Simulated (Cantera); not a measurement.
Feed: 1 mol MgO, 0.54 mol Cl2, a varied amount of H2O, at 1.00 bar.

Method: chemical equilibrium by Gibbs-energy minimisation in Cantera with the NASA 1993 tables (ideal gas, pure condensed phases). Candidate condensed phases: H2O, Mg, MgCl2, MgO, Mg(OH)2; 22 gas species. Mutual solubility and eutectic melting of coexisting phases are not modelled. Rates play no part.

Stable condensed phases, one row left out:

```
T in °C \ n(H2O) in mol
         0.055 0.076 0.097  0.12  0.14  0.16  0.18   0.2  0.22  0.24  0.26
   1327      A     A     A     A     A     A     A     A     A     A     A
   1277      A     A     A     A     A     A     A     A     A     A     A
   1227      A     A     A     A     A     A     A     A     A     A     A
   1177      A     A     A     A     A     A     A     A     A     A     A
   1077      B     A     A     A     A     A     A     A     A     A     A
   1027      B     B     A     A     A     A     A     A     A     A     A
    977      B     B     A     A     A     A     A     A     A     A     A
    927      B     B     A     A     A     A     A     A     A     A     A
    877      B     B     A     A     A     A     A     A     A     A     A
    827      B     A     A     A     A     A     A     A     A     A     A
```

A: MgO; B: MgCl2 + MgO.

### Question
Give the row for 1127 °C.

### Answer
0.055: MgO; 0.076: MgO; 0.097: MgO; 0.12: MgO; 0.14: MgO; 0.16: MgO; 0.18: MgO; 0.2: MgO; 0.22: MgO; 0.24: MgO; 0.26: MgO.
